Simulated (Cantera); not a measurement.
Charge: 1 mol SiO₂, 1.2 mol F₂, 2.8 mol O₂, held at 698 K and 97.0 mbar.

Method: chemical equilibrium by Gibbs-energy minimisation in Cantera with the NASA 1993 tables (ideal gas, pure condensed phases). Candidate condensed phases: Si, SiO₂; 17 gas species. Equilibrium is a limit: real reactors are often held back by kinetics, nucleation or transport.

Base state: O₂ 0.850, SiF₄ 0.150 (mole fractions); condensed: SiO₂(α-quartz).

**Question.** What changes in the equilibrium state with this change: F₂ from 1.2 to 3.9 mol?

**Answer.** 
```csv
species,before,after
O₂,0.850,0.566
F₂,<1e-9,0.282
SiF₄,0.150,0.149
F,<1e-9,0.00236
FO₂,<1e-9,3.67e-5
"SiO₂(α-quartz), mol",0.400,0
```
